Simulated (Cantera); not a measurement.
A closed system holds: 1 mol MgO, 0.24 mol C, 0.02 mol H₂, equilibrated at 2200 K and 570 Pa.

These are equilibrium values from Cantera (NASA tables, ideal gas, pure condensed phases), not measurements of a reactor. Candidate condensed phases: C, C₆H₆, C₇H₈, C₈H₁₈, H₂O, Mg, MgCO₃, MgO, Mg(OH)₂; 116 gas species. The tables' values for MgH are old estimates; treat these amounts as uncertain. Equilibrium is a limit: real reactors are often held back by kinetics, nucleation or transport.

Base state: Mg 0.481, CO 0.466, H₂ 0.0304, H 0.0130, CO₂ 0.00652, H₂O 0.00224, MgOH 0.000217, OH 0.000134 (mole fractions); condensed: MgO(s).

Question: What changes in the equilibrium state with this change: H₂ from 0.02 to 1.2 mol?

Answer: 
```tsv
species	before	after
H₂	0.0304	0.517
Mg	0.481	0.216
CO	0.466	0.122
H₂O	0.00224	0.0851
H	0.0130	0.0536
Mg(OH)₂	3.77e-7	1.43e-5
OH	0.000134	0.00123
MgOH	0.000217	0.000894
MgO(s), mol	0.755	0.586
```

Question: What changes in the equilibrium state with this change: MgO replaced by TiC?

Answer: 
| species | before | after |
|---|---|---|
| H₂ | 0.0304 | 0.926 |
| H | 0.0130 | 0.0718 |
| C₂H₂ (acetylene) | <1e-9 | 0.00237 |
| Mg | 0.481 | 0 |
| CO | 0.466 | 0 |
| CO₂ | 0.00652 | 0 |
| H₂O | 0.00224 | 0 |
| MgO(s), mol | 0.755 | 0 |
| C(graphite), mol | 0 | 0.240 |
| TiC(s), mol | 0 | 1.00 |
TiC: taken at fixed stoichiometry. Further candidate phases: Ti, TiC.
